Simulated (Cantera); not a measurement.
A closed system holds: 1 mol CH4, 0.06 mol NH3, 0.14 mol CO2, at 2052 °C and 100 Torr.

Method: chemical equilibrium by Gibbs-energy minimisation in Cantera with the NASA 1993 tables (ideal gas, pure condensed phases). Candidate condensed phases: C, C6H6, C7H8, C8H18, H2O; 136 gas species. Kinetics and transport are ignored.

Base state: H2 0.839, CO 0.115, H 0.0276, N2 0.0101, C2H2 (acetylene) 0.00410, HCN 0.00407, HNC 0.000383, CH4 1.91e-5 (mole fractions); condensed: C(graphite).

Problem. What changes in the equilibrium state with this change: temperature from 2052 °C to 1200 °C?

Solution. 
```json
[
 {"species": "H2", "before": "0.839", "after": "0.870"},
 {"species": "CO", "before": "0.115", "after": "0.117"},
 {"species": "N2", "before": "0.0101", "after": "0.0125"},
 {"species": "H", "before": "0.0276", "after": "3.23e-5"},
 {"species": "C2H2 (acetylene)", "before": "0.00410", "after": "5.66e-6"},
 {"species": "HNC", "before": "0.000383", "after": "1.40e-6"},
 {"species": "H2O", "before": "5.00e-7", "after": "2.84e-5"},
 {"species": "C(graphite), mol", "before": "0.829", "after": "0.859"}
]
```
